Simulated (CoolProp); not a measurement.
cis-2-butene at several states: fugacity coefficient from the reference equation and from simpler models built on Tc = 435.8 K, pc = 42.36 bar, ω = 0.202; each cubic takes its own stable root.

Computed with CoolProp (reference Helmholtz-energy equation of state, Lemmon 2005). It is a short technical equation, of lower accuracy than the large ones.

```tsv
T (K)	p (bar)	phase	reference
208.5	116	liquid	0.0003846
398.6	7.98	gas	0.9131
296	0.121	gas	0.9963
299.8	0.44	gas	0.9873
148.8	0.125	liquid	0.0002957
263.5	177	liquid	0.006405
```

### Question
How far does each simpler model (van der Waals, Redlich-Kwong, Soave-Redlich-Kwong, Peng-Robinson) lie from the reference over these 6 states: mean and median of the absolute difference, and the worst?

### Answer
- van der Waals: mean 24337.9 %, median 397.8 %, worst +140955.1 % at 148.8 K and 0.125 bar
- Redlich-Kwong: mean 43.5 %, median 34.9 %, worst +102.3 % at 208.5 K and 116 bar
- Soave-Redlich-Kwong: mean 3.9 %, median 2.6 %, worst +12.9 % at 148.8 K and 0.125 bar
- Peng-Robinson: mean 9.9 %, median 0.8 %, worst +50.2 % at 148.8 K and 0.125 bar
